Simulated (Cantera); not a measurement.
Low-pressure radical oxidation in H2/O2

A perfectly stirred reactor is fed with H₂ : O₂ : N₂ = 0.22 : 1 : 0.0037 (molar parts), at 10.00 Torr; it is held at 1398 K, and followed from long to short residence time.

Detailed kinetics in Cantera: GRI-Mech 3.0 (53 species, 325 reactions). Radical loss at walls, strong at low pressure, is not modelled. The temperature is held fixed by assumption; the heat of reaction is taken as removed at once.

```
τ (s)       x H₂   x O₂     x OH       x H    x HO₂   x H₂O₂
------  --------  -----  -------  --------  -------  -------
7.4     0.000190  0.797  0.00245  0.000107  1.08e-6  5.39e-8
2.3     0.000410  0.795  0.00362  0.000344  1.85e-6  7.96e-8
0.69    0.000893  0.790  0.00535   0.00113  2.91e-6  1.14e-7
0.21     0.00187  0.782  0.00773   0.00350  4.05e-6  1.53e-7
0.065    0.00362  0.765   0.0107   0.00978  4.93e-6  1.86e-7
0.020    0.00620  0.741   0.0136    0.0224  5.29e-6  2.02e-7
0.0062   0.00913  0.719   0.0157    0.0368  5.23e-6  2.03e-7
0.0019    0.0136  0.710   0.0173    0.0458  5.11e-6  2.11e-7
```
x: mole fraction; the columns are a selection and need not sum to one.
